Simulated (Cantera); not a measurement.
An isothermal, constant-pressure homogeneous reactor starts with 5.30 % H₂, 94.7 % O₂, equivalence ratio 0.028, at 1425 K and 19.5 Torr.

Computed with Cantera and the H2/O2 subset of GRI-Mech 3.0, which has no nitrogen chemistry. Radical loss at walls, strong at low pressure, is not modelled. The temperature is held fixed by assumption; the heat of reaction is taken as removed at once.

x: mole fraction; the columns are a selection and need not sum to one.

```csv
t (s),x H₂,x O₂,x OH,x H,x HO₂,x O
2.00e-6,0.0530,0.947,6.09e-10,5.84e-9,6.43e-9,6.14e-10
1.07e-5,0.0530,0.947,1.29e-8,2.31e-8,3.43e-8,1.34e-8
5.69e-5,0.0530,0.947,2.17e-7,1.26e-7,1.83e-7,2.49e-7
0.000304,0.0526,0.947,(withheld),(withheld),(withheld),(withheld)
0.00162,0.000912,0.904,0.00647,0.00578,3.57e-6,0.0373
0.00864,0.000692,0.914,0.00567,0.00368,3.26e-6,0.0274
0.0461,0.000215,0.936,0.00319,0.000596,1.93e-6,0.00806
0.246,1.73e-5,0.944,0.000913,1.33e-5,3.68e-7,0.000635
1.31,1.19e-6,0.945,0.000240,2.38e-7,7.86e-8,4.34e-5
7.00,(withheld),0.945,(withheld),(withheld),(withheld),(withheld)
```

Task: Some entries are withheld; supply them.

Result: 
- 0.000304, x OH: 0.000170
- 0.000304, x H: 8.26e-5
- 0.000304, x HO₂: 1.22e-6
- 0.000304, x O: 0.000202
- 7.00, x H₂: 2.44e-7
- 7.00, x OH: 0.000109
- 7.00, x H: 2.23e-8
- 7.00, x HO₂: 9.91e-8
- 7.00, x O: 8.94e-6
